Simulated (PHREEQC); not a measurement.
Solution (5 °C): 0.0092 mol/kgw Cu(BF4)2, 0.034 mol/kgw H2SO4 and 0.27 mol/kgw Na2SO4. Closed to the air; pH follows from the charge balance.

Computed with PHREEQC (ion-association model, phreeqc.dat).

```
quantity                  before   after
------------------------  ------  ------
pH                          1.80    2.36
ionic strength (mol/kgw)   0.679   0.635
SO4-2 (mol/kgw)            0.179   0.158
HSO4- (mol/kgw)           0.0466  0.0607
BF4- (mol/kgw)            0.0165  0.0138
```

Task: What was changed between the two runs?
(A) temperature from 5 to 80 °C
(B) 0.0036 mol/kgw NaOH added
(C) Na2SO4 from 0.27 to 0.027 mol/kgw
(D) Cu(BF4)2 from 0.0092 to 0.00828 mol/kgw
(E) Na2SO4 left out

Result: A, temperature from 5 to 80 °C

This is a speciation only: nothing precipitates in the calculation. At this temperature some constants are extrapolated from 25 °C, and those without enthalpy data are left unchanged. Real BF4- forms and hydrolyses slowly; the run takes it at equilibrium.
